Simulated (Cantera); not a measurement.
An isothermal, constant-pressure homogeneous reactor starts with CH4 : N2 = 1 : 20 (molar parts), at 1523 K and 0.00200 bar.

Cantera simulation using GRI-Mech 3.0 (53 species, 325 reactions); the numbers are that mechanism's predictions, not measurements. GRI-Mech 3.0 stops at C3 and has no aromatics, soot or wall deposition, so with more carbon than oxygen in the feed, carbon stays in small species such as C2H2 where larger ones or solid carbon would form. Radical loss at walls, strong at low pressure, is not modelled.

Question: Predict: x(CH4) at 30.0 s; x(CH2) at 30.0 s; x(C2H2) at 30.0 s; x(H2) at 30.0 s; x(C2H4) at 30.0 s; x(C2H6) at 30.0 s; x(H) at 30.0 s.

Answer: 
| Quantity | Result |
|---|---|
| x(CH4) at 30.0 s | 0.0136 (gas-phase equilibrium 1.72e-6) |
| x(CH2) at 30.0 s | 9.07e-8 (gas-phase equilibrium 1.18e-10) |
| x(C2H2) at 30.0 s | 0.0160 (gas-phase equilibrium 0.00533) |
| x(H2) at 30.0 s | 0.0484 (gas-phase equilibrium 0.0681) |
| x(C2H4) at 30.0 s | 0.000157 (gas-phase equilibrium 1.63e-7) |
| x(C2H6) at 30.0 s | 9.72e-7 (gas-phase equilibrium <1e-12) |
| x(H) at 30.0 s | 3.23e-5 (gas-phase equilibrium 0.000136) |
